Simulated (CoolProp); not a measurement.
Saturation properties of R1234ze(Z).

Computed with CoolProp (reference Helmholtz-energy equation of state, Akasaka 2019).

```json
[
 {"T (K)": "306", "p (bar)": "2.310", "vapour Z": "0.9131", "surface tension (mN/m)": "[?]"},
 {"T (K)": "310.6", "p (bar)": "2.677", "vapour Z": "0.9041", "surface tension (mN/m)": "11.3"},
 {"T (K)": "315.2", "p (bar)": "3.088", "vapour Z": "0.8946", "surface tension (mN/m)": "10.7"},
 {"T (K)": "319.8", "p (bar)": "3.545", "vapour Z": "0.8844", "surface tension (mN/m)": "10.1"},
 {"T (K)": "324.5", "p (bar)": "4.064", "vapour Z": "0.8735", "surface tension (mN/m)": "[?]"},
 {"T (K)": "329.1", "p (bar)": "4.627", "vapour Z": "0.8621", "surface tension (mN/m)": "9.04"},
 {"T (K)": "333.7", "p (bar)": "[?]", "vapour Z": "0.8501", "surface tension (mN/m)": "8.51"},
 {"T (K)": "338.3", "p (bar)": "5.928", "vapour Z": "[?]", "surface tension (mN/m)": "[?]"},
 {"T (K)": "342.9", "p (bar)": "6.674", "vapour Z": "0.8240", "surface tension (mN/m)": "7.45"},
 {"T (K)": "347.5", "p (bar)": "7.489", "vapour Z": "0.8099", "surface tension (mN/m)": "6.94"},
 {"T (K)": "352.1", "p (bar)": "8.378", "vapour Z": "0.7950", "surface tension (mN/m)": "6.43"},
 {"T (K)": "356.7", "p (bar)": "9.344", "vapour Z": "0.7793", "surface tension (mN/m)": "5.92"},
 {"T (K)": "361.3", "p (bar)": "10.39", "vapour Z": "0.7628", "surface tension (mN/m)": "5.43"},
 {"T (K)": "365.9", "p (bar)": "11.52", "vapour Z": "0.7454", "surface tension (mN/m)": "4.94"},
 {"T (K)": "370.5", "p (bar)": "[?]", "vapour Z": "[?]", "surface tension (mN/m)": "4.46"}
]
```

Question: Fill in the missing entries.

Answer: 
- 306, surface tension (mN/m): 11.8
- 324.5, surface tension (mN/m): 9.58
- 333.7, p (bar): 5.247
- 338.3, vapour Z: 0.8374
- 338.3, surface tension (mN/m): 7.98
- 370.5, p (bar): 12.75
- 370.5, vapour Z: 0.7270

It boils at 282.9 K under 1 atm.

Surface tension comes from a separate correlation (Kondou 2015).
